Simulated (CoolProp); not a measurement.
Vapour-liquid equilibrium of ethylene (1) + 1-butene (2) at 0.393 bar; x and y are mole fractions of (1).

Values from CoolProp's multi-fluid Helmholtz-energy mixture model, Smukala 2000 and Lemmon 2005; pair parameters Bell 2016.

| x | bubble temperature, mixture model (K) | bubble temperature, Raoult's law (K) | y, mixture model | y, Raoult's law |
|---|---|---|---|---|
| 0.05 | 210.5 | 210.3 | 0.862 | 0.866 |
| 0.15 | 186.1 | 187.0 | 0.981 | 0.980 |
| 0.25 | 176.2 | 177.1 | 0.994 | 0.993 |
| 0.35 | 170.3 | 171.1 | 0.997 | 0.997 |
| 0.45 | 166.2 | 166.9 | 0.998 | 0.998 |
| 0.55 | 163.2 | 163.7 | 0.999 | 0.999 |
| 0.65 | 160.8 | 161.1 | 0.999 | 0.999 |
| 0.75 | 158.8 | 158.9 | 1.000 | 1.000 |
| 0.85 | 157.1 | 157.1 | 1.000 | 1.000 |
| 0.95 | 155.6 | 155.6 | 1.000 | 1.000 |

The largest gap from Raoult's law is -0.9 K in bubble temperature, at x = 0.25. No azeotrope shows between x = 0.05 and 0.95.

The pair parameters rest on a limited set of measurements; away from them the model extrapolates. The gap from Raoult's law changes sign with composition, which may be real or a fault of the pair parameters; it wasn't checked against measurements.
